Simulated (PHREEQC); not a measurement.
Consider water at 32 °C with 0.0091 mol/kgw CdCl2, 0.00012 mol/kgw KCl and 8.2e-05 mol/kgw FeSO4. Closed to the air; pH follows from the charge balance.

All values are PHREEQC results (ion-association model, phreeqc.dat), not measurements.

Each row changes one thing in this solution. Precipitation was switched off in this run.

```csv
case,pH,ionic strength (mol/kgw),Cl- (mol/kgw),Cd+2 (mol/kgw),CdCl+ (mol/kgw),CdCl2 (mol/kgw),SI of Melanterite (FeSO4:7H2O),SI of Sylvite (KCl)
as made,5.86,0.0193,0.0140,0.00497,0.00392,0.000177,-6.69,-6.83
CdCl2 from 0.0091 to 0.00819 mol/kgw,5.89,0.0177,0.0128,0.00463,0.00339,0.000141,-6.67,-6.87
diluted 100-fold with water,6.76,(withheld),0.000182,8.94e-5,1.47e-6,1.10e-9,-10.12,-10.61
temperature from 32 to 80 °C,5.48,0.0189,0.0138,(withheld),0.00405,0.000203,-7.14,-7.05
CdCl2 from 0.0091 to 0.01 mol/kgw,5.84,0.0208,0.0152,0.00530,0.00445,(withheld),-6.71,-6.80
temperature from 32 to 35 °C,5.84,0.0192,0.0140,0.00496,0.00393,0.000179,(withheld),-6.85
```

Task: Some entries are withheld; supply them.

Result: 
- diluted 100-fold with water, ionic strength (mol/kgw): 0.000275
- temperature from 32 to 80 °C, Cd+2 (mol/kgw): 0.00481
- CdCl2 from 0.0091 to 0.01 mol/kgw, CdCl2 (mol/kgw): 0.000216
- temperature from 32 to 35 °C, SI of Melanterite (FeSO4:7H2O): -6.72

Away from 25 °C the constants follow the database's enthalpies or fits; those with neither stay at their 25 °C values.
